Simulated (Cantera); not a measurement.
# Diamond growth

A diamond (100) surface in a fixed gas of H2 with x(CH4) = 0.03, x(H) = 0.00081, x(CH3) = 0.00022, 0.220 bar; coverages are run to steady state.

Cantera simulation using the Harris–Goodwin 1993 mechanism for the reconstructed diamond (100) surface; the numbers are that mechanism's predictions, not measurements.

| T (K) | growth (µm/h) | θ c6HH | θ c6H* | θ c6*H | θ c6** | θ c6HM |
|---|---|---|---|---|---|---|
| 925 | 13.4 | 0.537 | 0.00974 | 0.250 | 0.00391 | 0.157 |
| 1000 | 19.5 | 0.510 | 0.0153 | 0.313 | 0.00707 | 0.112 |
| 1075 | 22.2 | 0.488 | 0.0223 | 0.375 | 0.0114 | 0.0693 |
| 1150 | 16.4 | 0.472 | 0.0306 | 0.433 | 0.0167 | 0.0286 |
| 1225 | 8.98 | 0.453 | 0.0387 | 0.472 | 0.0216 | 0.00775 |
| 1300 | 5.87 | 0.434 | 0.0458 | 0.489 | 0.0254 | 0.00180 |
| 1375 | 4.71 | 0.423 | 0.0520 | 0.494 | 0.0279 | 0.000420 |
θ: site fractions in the mechanism's names (c6HH fully hydrogenated, c6H* and c6*H radical sites, c6** diradical, c6HM methylated).
